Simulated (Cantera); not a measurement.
An isothermal plug-flow reactor at 875 K and 0.460 bar (inlet), inlet velocity 0.29 m/s, active area per volume 110 1/m; feed 1.09 % CO, 18.8 % O2, 78.0 % N2, 2.17 % H2O.

Detailed kinetics in Cantera: Deutschmann's 1995 Pt surface mechanism with GRI-Mech 3.0 gas chemistry. Catalytic surfaces can have several steady states; this one follows from the mechanism file's or the stated starting coverage. Mass transfer to the wall is taken as infinitely fast.

One state of this run: x CO = 0.000122; x O2 = 0.183; x H2O = 0.0218; x CO2 = 0.0108; θ free Pt = 0.0873; θ O* = 0.911; θ OH* = 0.00209; θ CO* = 1.45e-5. x: gas mole fraction; θ: surface coverage.

Which value of z (m) does it belong to?
A. 0.00039
B. 0.00012
C. 0.0039
D. 0.0022

C, 0.0039
